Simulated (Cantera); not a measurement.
# Equilibrium for aluminium nitride and oxide growth: Al + N₂ + H₂O

Input: 1 mol Al, 0.9 mol N₂, 7.2 mol H₂O, equilibrated at 1727 °C and 1.00 bar.

Cantera equilibrium calculation (NASA polynomials, part measured and part estimated; ideal gas, pure solids and liquids). Candidate condensed phases: Al, AlN, Al₂O₃, H₂O; 35 gas species. Gases not in the tables: Al(OH)₃. The numbers say what is thermodynamically allowed, not how fast it happens.

```yaml
x(H₂O): 0.703
x(H₂): 0.185
x(N₂): 0.111
x(H): 0.000699
x(OH): 0.000266
x(NO): 6.88e-6
x(O₂): 1.20e-6
n(Al₂O₃(s)): 0.500 mol
gas_amount: 8.104 mol
log10 activity of Al(l) (absent): -9.06
```
